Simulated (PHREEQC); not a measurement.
Dissolve 0.00031 mol/kgw H4SiO4, 0.048 mol/kgw LiCl and 4.7e-06 mol/kgw CaSO4 at 25 °C. Closed to the air; pH follows from the charge balance.

Equilibrium calculation in PHREEQC: ion-association model, phreeqc.dat.

Each row changes one thing in this solution. This is a speciation only: nothing precipitates in the calculation.

| case | pH | SO4-2 (mol/kgw) | CaSO4 (mol/kgw) | SI of Gypsum (CaSO4:2H2O) |
|---|---|---|---|---|
| as made | 6.62 | 4.28e-6 | 7.89e-10 | -6.77 |
| CaSO4 from 4.7e-06 to 2.35e-06 mol/kgw | 6.62 | 2.14e-6 | 1.97e-10 | -7.37 |
| LiCl left out | 6.63 | 4.70e-6 | 3.77e-9 | -6.09 |
| diluted 2-fold with water | 6.73 | 2.22e-6 | 2.91e-10 | -7.20 |
| H4SiO4 left out | 6.99 | 4.28e-6 | 7.89e-10 | -6.77 |
| H4SiO4 replaced by K2SiO3 at the same molality | 10.46 | 4.27e-6 | 7.80e-10 | -6.77 |
| LiCl from 0.048 to 0.24 mol/kgw | 6.59 | 3.63e-6 | 2.40e-10 | -7.27 |
| CaSO4 from 4.7e-06 to 7.05e-06 mol/kgw | 6.62 | 6.41e-6 | 1.77e-9 | -6.42 |
| H4SiO4 replaced by (NH4)2SiF6 at the same molality | 3.34 | 4.17e-6 | 7.59e-10 | -6.79 |

Species that the database lacks are ignored. Some of these states are supersaturated (in Quartz (slow to form), Chalcedony (slow to form), for instance). SiF6-2 is the database's only silicon fluoride.
